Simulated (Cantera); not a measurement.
Transport properties of process gases

Gas mixture: N2 = 0.65 (molar parts), at 100.0 Torr, frozen composition.

Cantera's kinetic-theory transport with the Lennard-Jones parameters of GRI-Mech 3.0, ideal gas; thermal conductivity in the mixture-averaged form.

| T (K) | ρ (kg/m³) | cp (J/kg/K) | μ (µPa s) | λ (mW/m/K) | Pr | D (cm²/s) OH | D (cm²/s) H | D (cm²/s) O |
|---|---|---|---|---|---|---|---|---|
| 400 | 0.112 | 1047 | 22.3 | 32.8 | 0.713 | 3.98 | 15.5 | 4.06 |
| 550 | 0.0817 | 1065 | 27.9 | 42.1 | 0.706 | 6.84 | 26.8 | 6.97 |
| 700 | 0.0642 | 1095 | 32.8 | 51.2 | 0.702 | 10.3 | 40.4 | 10.5 |
| 850 | 0.0528 | 1134 | 37.3 | 60.0 | 0.705 | 14.2 | 56.1 | 14.5 |
| 1000 | 0.0449 | 1169 | 41.5 | 68.6 | 0.708 | 18.6 | 73.7 | 19.0 |
| 1150 | 0.0391 | 1195 | 45.5 | 76.9 | 0.707 | 23.5 | 93.1 | 23.9 |
| 1300 | 0.0346 | 1218 | 49.2 | 84.8 | 0.706 | 28.8 | 114 | 29.3 |
| 1450 | 0.0310 | 1237 | 52.8 | 92.6 | 0.706 | 34.5 | 137 | 35.2 |
D: mixture-averaged diffusion coefficient of that species in the mixture.
